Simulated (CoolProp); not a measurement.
Vapour-liquid equilibrium of ethylene (1) + n-butane (2) at 246.3 K; x and y are mole fractions of (1).

Computed with CoolProp (multi-fluid Helmholtz-energy mixture model, Smukala 2000 and Bücker 2006; pair parameters Bell 2016).

Q: Give the bubble pressure and the first vapour's composition at x = 0.2, 0.5, 0.725. Is there an azeotrope?

A: x = 0.2: 4.169 bar, y = 0.924; x = 0.5: 9.070 bar, y = 0.971; x = 0.725: 13.84 bar, y = 0.987. No azeotrope shows between x = 0.05 and 0.95.

The pair parameters rest on a limited set of measurements; away from them the model extrapolates. The gap from Raoult's law changes sign with composition, which may be real or a fault of the pair parameters; it wasn't checked against measurements.
